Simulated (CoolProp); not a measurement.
R142b at 293.15 K and 1.33 MPa flows at 4.4 m/s in a round tube of 25 mm bore and 15 µm roughness, fully developed (64/Re and Nu = 3.66 if laminar; Colebrook and Gnielinski if turbulent). Each further row changes one setting.

Values from CoolProp's reference Helmholtz-energy equation of state, Lemmon 2006. It is a short technical equation, of lower accuracy than the large ones.

```json
[
 {"case": "as stated", "Reynolds number": "503000", "Darcy friction factor": "0.0183", "pressure drop (Pa/m)": "7970", "heat-transfer coefficient (W/(m² K))": "?", "mass flow (kg/h)": "8760"},
 {"case": "velocity 8.8 m/s", "Reynolds number": "1010000", "Darcy friction factor": "?", "pressure drop (Pa/m)": "?", "heat-transfer coefficient (W/(m² K))": "?", "mass flow (kg/h)": "17500"},
 {"case": "diameter 50 mm", "Reynolds number": "1010000", "Darcy friction factor": "?", "pressure drop (Pa/m)": "3420", "heat-transfer coefficient (W/(m² K))": "6950", "mass flow (kg/h)": "?"}
]
```

Problem. Complete the blanks.

Solution. 
- as stated, heat-transfer coefficient (W/(m² K)): 7820
- velocity 8.8 m/s, Darcy friction factor: 0.0178
- velocity 8.8 m/s, pressure drop (Pa/m): 31200
- velocity 8.8 m/s, heat-transfer coefficient (W/(m² K)): 15400
- diameter 50 mm, Darcy friction factor: 0.0157
- diameter 50 mm, mass flow (kg/h): 35100

Viscosity comes from a separate model (Huber 2003), an estimate that may be off by 10 % or more. Thermal conductivity comes from a separate model (Huber 2003), an estimate that may be off by 10 % or more.
